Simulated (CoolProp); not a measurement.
Vapour-liquid equilibrium of R125 (1) + R245fa (2) at 0.51 MPa; x and y are mole fractions of (1).

Values from CoolProp's multi-fluid Helmholtz-energy mixture model, Lemmon 2005 and Akasaka 2015; pair parameters Bell 2016.

```
x     bubble temperature, mixture model (K)  bubble temperature, Raoult's law (K)  y, mixture model  y, Raoult's law
----  -------------------------------------  ------------------------------------  ----------------  ---------------
0.05                                  328.1                                 327.3             0.231            0.273
0.15                                  313.8                                 312.8             0.535            0.586
0.25                                  302.9                                 302.1             0.705            0.748
0.35                                  294.4                                 293.7             0.805            0.840
0.45                                  287.6                                 287.0             0.868            0.896
0.55                                  282.1                                 281.5             0.910            0.932
0.65                                  277.4                                 276.8             0.940            0.957
0.75                                  273.3                                 272.8             0.963            0.974
0.85                                  269.7                                 269.3             0.980            0.987
0.95                                  266.3                                 266.2             0.994            0.996
```

The largest gap from Raoult's law is +1.0 K in bubble temperature, at x = 0.15. No azeotrope shows between x = 0.05 and 0.95.

Pair parameters are fitted to limited data, so mixtures are less certain than the pure fluids.
